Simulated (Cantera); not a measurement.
An isothermal, constant-pressure homogeneous reactor starts with CH₄ : CO₂ = 1 : 2.1 (molar parts), at 1473 K and 0.540 bar.

Computed with Cantera and GRI-Mech 3.0 (53 species, 325 reactions).

x: mole fraction; the columns are a selection and need not sum to one.

```tsv
t (s)	x CH₄	x CO₂	x H₂	x H₂O₂	x C₂H₂	x HCO
6.00e-5	0.323	0.677	3.42e-6	<1e-12	<1e-12	<1e-12
0.000258	0.323	0.677	?	<1e-12	6.47e-11	<1e-12
0.00111	0.322	0.677	?	<1e-12	?	5.78e-12
0.00476	0.322	0.677	0.000413	<1e-12	1.85e-6	8.91e-11
0.0205	0.318	0.676	0.00307	<1e-12	0.000142	5.25e-10
0.0880	0.299	0.666	0.0211	<1e-12	0.00474	6.32e-10
0.378	0.239	0.609	0.0652	<1e-12	0.0282	5.06e-10
1.62	0.117	0.417	0.0834	<1e-12	0.0725	8.15e-10
6.98	0.0293	0.235	0.123	<1e-12	0.0769	2.02e-9
30.0	0.0184	0.151	0.197	<1e-12	0.0293	3.25e-9
```

### Question
What belongs in the gaps?

### Answer

- 0.000258, x H₂: 1.50e-5
- 0.00111, x H₂: 7.35e-5
- 0.00111, x C₂H₂: 1.99e-8
